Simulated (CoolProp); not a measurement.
The numbers come from the reference Helmholtz-energy equation of state, Lemmon 2006 in CoolProp. It is a short technical equation, of lower accuracy than the large ones.

Problem. For acetone, give the phase and the density (kg/m³), speed of sound (m/s), fugacity coefficient at 4.05 °C and 23.5 MPa.

Solution. 
- 4.05 °C and 23.5 MPa: liquid; density 826, speed of sound 1390, fugacity coefficient 0.000994
